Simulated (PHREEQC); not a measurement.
## Leach liquor: speciation

Dissolve 0.004 mol/kgw H2SO4, 0.029 mol/kgw LiCl and 0.2 mol/kgw MnSO4 at 25 °C. Closed to the air; pH follows from the charge balance.

Computed with PHREEQC (ion-association model, phreeqc.dat).

Precipitation was switched off in this run.

Task: Predict the pH, activity of water, ionic strength.

Result: pH 2.72; activity of water 0.994; ionic strength 0.443 mol/kgw.

Task: In which forms is S present?

Result: SO4-2 50 %, MnSO4 46 %, HSO4- 2.7 %, LiSO4- 1.3 % of the S.

Species that the database lacks are ignored.
